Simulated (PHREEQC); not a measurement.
KOH is added in steps, without added water, to 1 kg of water holding 0.02 mol AgNO3 and 0.0031 mol NaCl, at 25 °C. O2 is buffered at 0.21 atm. No CO2 enters from the air. Solids allowed: Cerargyrite, Ag2O, Halite. Others were left out.

Base run: PHREEQC, ion-association model, wateq4f.dat. Each further column changes one thing. The table gives pH.

```json
[
 {"KOH added (mol)": "0", "base": "6.82", "NaCl replaced by NaNO3 at the same molality": "6.80", "diluted 2-fold with water": "6.88", "NaCl from 0.0031 to 0.00279 mol/kgw": "6.82", "no solid may form": "6.82"},
 {"KOH added (mol)": "0.001125", "base": "8.16", "NaCl replaced by NaNO3 at the same molality": "8.08", "diluted 2-fold with water": "8.47", "NaCl from 0.0031 to 0.00279 mol/kgw": "8.15", "no solid may form": "10.62"},
 {"KOH added (mol)": "0.003375", "base": "8.22", "NaCl replaced by NaNO3 at the same molality": "8.14", "diluted 2-fold with water": "8.63", "NaCl from 0.0031 to 0.00279 mol/kgw": "8.21", "no solid may form": "11.08"},
 {"KOH added (mol)": "0.0045", "base": "8.26", "NaCl replaced by NaNO3 at the same molality": "8.17", "diluted 2-fold with water": "8.74", "NaCl from 0.0031 to 0.00279 mol/kgw": "8.25", "no solid may form": "11.19"},
 {"KOH added (mol)": "0.005625", "base": "8.30", "NaCl replaced by NaNO3 at the same molality": "8.20", "diluted 2-fold with water": "8.88", "NaCl from 0.0031 to 0.00279 mol/kgw": "8.29", "no solid may form": "11.28"},
 {"KOH added (mol)": "0.007875", "base": "8.40", "NaCl replaced by NaNO3 at the same molality": "8.27", "diluted 2-fold with water": "9.55", "NaCl from 0.0031 to 0.00279 mol/kgw": "8.38", "no solid may form": "11.42"},
 {"KOH added (mol)": "0.009", "base": "8.46", "NaCl replaced by NaNO3 at the same molality": "8.32", "diluted 2-fold with water": "10.72", "NaCl from 0.0031 to 0.00279 mol/kgw": "8.44", "no solid may form": "11.48"},
 {"KOH added (mol)": "0.01013", "base": "8.52", "NaCl replaced by NaNO3 at the same molality": "8.36", "diluted 2-fold with water": "11.17", "NaCl from 0.0031 to 0.00279 mol/kgw": "8.50", "no solid may form": "11.52"},
 {"KOH added (mol)": "0.01238", "base": "8.70", "NaCl replaced by NaNO3 at the same molality": "8.48", "diluted 2-fold with water": "11.54", "NaCl from 0.0031 to 0.00279 mol/kgw": "8.67", "no solid may form": "11.61"},
 {"KOH added (mol)": "0.0135", "base": "8.82", "NaCl replaced by NaNO3 at the same molality": "8.54", "diluted 2-fold with water": "11.64", "NaCl from 0.0031 to 0.00279 mol/kgw": "8.78", "no solid may form": "11.64"},
 {"KOH added (mol)": "0.01463", "base": "8.99", "NaCl replaced by NaNO3 at the same molality": "8.63", "diluted 2-fold with water": "11.73", "NaCl from 0.0031 to 0.00279 mol/kgw": "8.94", "no solid may form": "11.68"},
 {"KOH added (mol)": "0.01688", "base": "10.11", "NaCl replaced by NaNO3 at the same molality": "8.86", "diluted 2-fold with water": "11.86", "NaCl from 0.0031 to 0.00279 mol/kgw": "9.75", "no solid may form": "11.74"},
 {"KOH added (mol)": "0.018", "base": "10.98", "NaCl replaced by NaNO3 at the same molality": "9.05", "diluted 2-fold with water": "11.91", "NaCl from 0.0031 to 0.00279 mol/kgw": "10.85", "no solid may form": "11.77"}
]
```

 In at least one series the solution becomes supersaturated in solids that the run did not let form, among them Cerargyrite, Ag2O. Solids allowed in the column 'NaCl replaced by NaNO3 at the same molality': Ag2O.
